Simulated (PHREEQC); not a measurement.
Consider water at 55 °C with 0.05 mol CdSO4, 0.0001 mol KCl and 9e-05 mol NiCl2 per kg of water. Closed to the air; pH follows from the charge balance.

The numbers come from PHREEQC with the ion-association model, wateq4f.dat.

```tsv
quantity	before	after
pH	5.77	5.77
ionic strength (mol/kgw)	0.0990	0.0989
CdCl+ (mol/kgw)	0.000132	8.94e-5
SI of CdOHCl (CdOHCl)	-3.27	-3.43
SI of Morenosite (NiSO4:7H2O)	-4.69	-4.69
```

What was changed between the two runs?
A) KCl from 0.0001 to 1e-05 mol/kgw
B) KCl from 0.0001 to 0.0002 mol/kgw
C) 0.005 mol/kgw KHSO4 added

A, KCl from 0.0001 to 1e-05 mol/kgw

This is a speciation only: nothing precipitates in the calculation. At this temperature some constants are extrapolated from 25 °C, and those without enthalpy data are left unchanged.
